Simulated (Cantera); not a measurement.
Equilibrium for silicon etching in halogen gases: Si + HBr + H2

A closed system holds: 1 mol Si, 20 mol HBr, 0.57 mol H2, equilibrated at 10.0 mbar.

Method: chemical equilibrium by Gibbs-energy minimisation in Cantera with the NASA 1993 tables (ideal gas, pure condensed phases). Candidate condensed phases: Br2, Si; 19 gas species. The tables' values for SiBr3, SiBr are old estimates; treat these amounts as uncertain. Equilibrium is a limit: real reactors are often held back by kinetics, nucleation or transport.

```json
[
 {"T (K)": "1223", "log p HBr": "-2.09", "log p H2": "-2.88", "log p Br": "-4.61", "log p SiBr4": "-3.31", "log p SiBr2": "-4.92", "log p SiBr3": "-5.01"},
 {"T (K)": "1273", "log p HBr": "-2.09", "log p H2": "-2.89", "log p Br": "-4.35", "log p SiBr4": "-3.34", "log p SiBr2": "-4.49", "log p SiBr3": "-4.75"},
 {"T (K)": "1323", "log p HBr": "-2.09", "log p H2": "-2.90", "log p Br": "-4.10", "log p SiBr4": "-3.40", "log p SiBr2": "-4.14", "log p SiBr3": "-4.55"},
 {"T (K)": "1373", "log p HBr": "-2.09", "log p H2": "-2.92", "log p Br": "-3.87", "log p SiBr4": "-3.49", "log p SiBr2": "-3.86", "log p SiBr3": "-4.42"},
 {"T (K)": "1423", "log p HBr": "-2.09", "log p H2": "-2.94", "log p Br": "-3.66", "log p SiBr4": "-3.64", "log p SiBr2": "-3.66", "log p SiBr3": "-4.35"},
 {"T (K)": "1473", "log p HBr": "-2.09", "log p H2": "-2.96", "log p Br": "-3.46", "log p SiBr4": "-3.84", "log p SiBr2": "-3.53", "log p SiBr3": "-4.34"},
 {"T (K)": "1523", "log p HBr": "-2.10", "log p H2": "-2.96", "log p Br": "-3.30", "log p SiBr4": "-4.10", "log p SiBr2": "-3.45", "log p SiBr3": "-4.39"},
 {"T (K)": "1573", "log p HBr": "-2.12", "log p H2": "-2.94", "log p Br": "-3.15", "log p SiBr4": "-4.39", "log p SiBr2": "-3.40", "log p SiBr3": "-4.48"},
 {"T (K)": "1623", "log p HBr": "-2.13", "log p H2": "-2.91", "log p Br": "-3.02", "log p SiBr4": "-4.71", "log p SiBr2": "-3.38", "log p SiBr3": "-4.60"},
 {"T (K)": "1673", "log p HBr": "-2.16", "log p H2": "-2.87", "log p Br": "-2.92", "log p SiBr4": "-5.04", "log p SiBr2": "-3.37", "log p SiBr3": "-4.73"}
]
```
log p: log10 of the partial pressure in bar; nothing condenses.

From 1223 K to 1673 K nothing is condensed. The main Si-bearing gas is SiBr4 at 1223 K and SiBr2 at 1673 K.
